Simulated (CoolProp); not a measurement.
Vapour-liquid equilibrium of hexamethyldisiloxane (MM) (1) + toluene (2) at 393.8 K; x and y are mole fractions of (1).

Model: multi-fluid Helmholtz-energy mixture model, Thol 2016 and Lemmon 2006; pair parameters Bell 2016, in CoolProp.

```
x      bubble pressure, mixture model (MPa)  bubble pressure, Raoult's law (MPa)  y, mixture model  y, Raoult's law
-----  ------------------------------------  -----------------------------------  ----------------  ---------------
0.05                                      …                               0.1358                 …            0.065
0.125                                0.1429                               0.1389                 …            0.158
0.2                                       …                               0.1420             0.269            0.247
0.275                                0.1525                               0.1452             0.352            0.332
0.35                                 0.1567                               0.1483             0.428            0.414
0.425                                0.1605                               0.1514             0.499            0.492
0.5                                       …                               0.1546             0.566            0.568
0.575                                0.1668                               0.1577             0.630            0.640
0.65                                 0.1693                               0.1608             0.693            0.709
0.725                                     …                               0.1640                 …            0.776
0.8                                  0.1732                               0.1671             0.818            0.840
0.875                                0.1745                               0.1702                 …            0.902
0.95                                 0.1752                               0.1734             0.952            0.961
```

Question: Fill in the missing entries.

Answer: 
- 0.05, bubble pressure, mixture model (MPa): 0.1375
- 0.05, y, mixture model: 0.075
- 0.125, y, mixture model: 0.177
- 0.2, bubble pressure, mixture model (MPa): 0.1479
- 0.5, bubble pressure, mixture model (MPa): 0.1638
- 0.725, bubble pressure, mixture model (MPa): 0.1715
- 0.725, y, mixture model: 0.755
- 0.875, y, mixture model: 0.883

The largest gap from Raoult's law is +6.0 % in bubble pressure, at x = 0.5. No azeotrope shows between x = 0.05 and 0.95.

The pair parameters rest on a limited set of measurements; away from them the model extrapolates.
